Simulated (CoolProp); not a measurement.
Model: reference Helmholtz-energy equation of state, Lemmon 2006, in CoolProp. It is a short technical equation, of lower accuracy than the large ones.

Problem. Give the vapour pressure (bar), enthalpy of vaporisation (kJ/kg), liquid conductivity (mW/(m K)) of saturated toluene at 326.7, 333.8, 345.8 K.

Solution. 
| T (K) | p (bar) | enthalpy of vaporisation (kJ/kg) | liquid conductivity (mW/(m K)) |
|---|---|---|---|
| 326.7 | 0.143 | 396 | 122 |
| 333.8 | 0.190 | 392 | 120 |
| 345.8 | 0.300 | 385 | 117 |

Thermal conductivity comes from a separate model (Assael 2012).
